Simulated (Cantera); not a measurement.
A perfectly stirred reactor is fed with CH4 : H2 = 0.031 : 1 (molar parts), at 0.0300 bar; it is held at 2473 K, and followed from long to short residence time.

Computed with Cantera and GRI-Mech 3.0 (53 species, 325 reactions). GRI-Mech 3.0 stops at C3 and has no aromatics, soot or wall deposition, so with more carbon than oxygen in the feed, carbon stays in small species such as C2H2 where larger ones or solid carbon would form. Radical loss at walls, strong at low pressure, is not modelled.

x: mole fraction; the columns are a selection and need not sum to one.

```
τ (s)       x CH4   x H2     x CH3    x C2H6     x CH2
-------  --------  -----  --------  --------  --------
13        6.69e-6  0.867   1.66e-5  1.60e-12       [?]
3.7       1.09e-5  0.869   2.63e-5  4.08e-12       [?]
1.1       2.19e-5  0.877   4.91e-5  1.57e-11       [?]
0.32      6.38e-5  0.896  0.000115  1.16e-10       [?]
0.094    0.000263  0.924  0.000314   1.50e-9       [?]
0.028    0.000968  0.942  0.000782   1.53e-8       [?]
0.0081    0.00298  0.952   0.00174   1.10e-7       [?]
0.0024    0.00765  0.957   0.00335   5.48e-7  0.000102
0.00069    0.0162  0.958   0.00495   1.65e-6   9.84e-5
```

### Question
What belongs in the gaps?

### Answer

- 13, x CH2: 3.67e-6
- 3.7, x CH2: 5.65e-6
- 1.1, x CH2: 9.74e-6
- 0.32, x CH2: 1.80e-5
- 0.094, x CH2: 3.22e-5
- 0.028, x CH2: 5.21e-5
- 0.0081, x CH2: 7.84e-5
